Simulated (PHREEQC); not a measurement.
Make-up at 20 °C: 0.54 mol HF, 0.11 mol (CH3)4NF, 5e-06 mol H4SiO4 and 0.00023 mol H2SO4 per kg of water. Closed to the air; pH follows from the charge balance.

All values are PHREEQC results (ion-association model, wateq4f.dat), not measurements.

```tsv
quantity	before	after
pH	2.49	2.50
HF (mol/kgw)	0.208	0.134
H2F2 (mol/kgw)	0.139	0.0566
F- (mol/kgw)	0.0635	0.0390
HF2- (mol/kgw)	0.0500	0.0195
SI of Quartz (SiO2)	-14.21	-13.26
```

**Question.** Name the change that produced these shifts.
A) (CH3)4NF left out
B) diluted 2-fold with water
C) temperature from 20 to 15 °C
D) temperature from 20 to 50 °C
E) diluted 100-fold with water

**Answer.** B, diluted 2-fold with water

No solid was allowed to form. (CH3)4N+ isn't in the database: it is added as a free cation with an ion size of 4 Å. wateq4f.dat counts part of the HF as a dimer, H2F2, which phreeqc.dat doesn't know; its constant is uncertain. SiF6-2 is the database's only silicon fluoride.
